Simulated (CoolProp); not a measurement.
Vapour-liquid equilibrium of C2F6 (R116) (1) + propane (2) at 249 kPa; x and y are mole fractions of (1).

Model: multi-fluid Helmholtz-energy mixture model, Lemmon 2006 and Lemmon 2009; pair parameters Bell 2016, in CoolProp.

Q: Give the bubble temperature and the first vapour's composition at x = 0.15, 0.25, 0.85. Is there an azeotrope?

A: x = 0.15: 219.7 K, y = 0.770; x = 0.25: 216.6 K, y = 0.808; x = 0.85: 214.1 K, y = 0.893. No azeotrope shows between x = 0.05 and 0.95.

Pair parameters are fitted to limited data, so mixtures are less certain than the pure fluids. With so large a gap from Raoult's law the liquid may split in two, which this calculation doesn't test in full.
